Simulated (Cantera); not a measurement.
An isothermal, constant-pressure homogeneous reactor starts with 14.4 % CH4, 83.3 % H2, 2.30 % N2, at 1650 K and 0.0310 bar.

Cantera simulation using GRI-Mech 3.0 (53 species, 325 reactions); the numbers are that mechanism's predictions, not measurements. GRI-Mech 3.0 stops at C3 and has no aromatics, soot or wall deposition, so with more carbon than oxygen in the feed, carbon stays in small species such as C2H2 where larger ones or solid carbon would form. Radical loss at walls, strong at low pressure, is not modelled.

### Question
Predict: x(CH4) at 1.00 s; x(H2) at 1.00 s; x(C2H) at 1.00 s; x(C2H2) at 1.00 s; x(CH2) at 1.00 s.

### Answer
| Property | Value |
|---|---|
| x(CH4) at 1.00 s | 0.0384 (gas-phase equilibrium 0.00124) |
| x(H2) at 1.00 s | 0.894 (gas-phase equilibrium 0.916) |
| x(C2H) at 1.00 s | 9.11e-8 (gas-phase equilibrium 1.30e-7) |
| x(C2H2) at 1.00 s | 0.0457 (gas-phase equilibrium 0.0548) |
| x(CH2) at 1.00 s | 1.44e-7 (gas-phase equilibrium 7.29e-9) |
